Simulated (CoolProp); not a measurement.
Diethyl ether along the isobar 0.922 MPa: Z from the reference equation and from simpler models built on Tc = 467.9 K, pc = 3.717 MPa, ω = 0.282; each cubic takes its own stable root.

The numbers come from the reference Helmholtz-energy equation of state, Thol 2014 in CoolProp.

| T (K) | phase | reference | Pitzer virial | van der Waals | Redlich-Kwong | Soave-Redlich-Kwong | Peng-Robinson |
|---|---|---|---|---|---|---|---|
| 403 | gas | 0.8304 | 0.8547 | 0.8827 | 0.8551 | 0.8437 | 0.8331 |
| 415.1 | gas | 0.8516 | 0.8689 | 0.8917 | 0.8685 | 0.8601 | 0.8497 |
| 427.2 | gas | 0.8689 | 0.8813 | 0.8997 | 0.8802 | 0.8743 | 0.8642 |
| 439.3 | gas | 0.8832 | 0.8923 | 0.9069 | 0.8905 | 0.8867 | 0.8768 |
| 451.4 | gas | 0.8954 | 0.9020 | 0.9134 | 0.8996 | 0.8976 | 0.8880 |
| 463.4 | gas | 0.9057 | 0.9106 | 0.9192 | 0.9076 | 0.9071 | 0.8978 |
| 475.5 | gas | 0.9148 | 0.9184 | 0.9245 | 0.9149 | 0.9157 | 0.9066 |
| 487.6 | gas | 0.9227 | 0.9254 | 0.9294 | 0.9214 | 0.9233 | 0.9144 |
| 499.7 | gas | 0.9297 | 0.9316 | 0.9338 | 0.9272 | 0.9301 | 0.9215 |
| 511.8 | gas | 0.9359 | 0.9373 | 0.9379 | 0.9325 | 0.9363 | 0.9279 |
| 523.8 | gas | 0.9414 | 0.9423 | 0.9416 | 0.9373 | 0.9418 | 0.9337 |
| 535.9 | gas | 0.9464 | 0.9470 | 0.9451 | 0.9417 | 0.9469 | 0.9389 |
| 548 | gas | 0.9509 | 0.9512 | 0.9483 | 0.9457 | 0.9514 | 0.9437 |
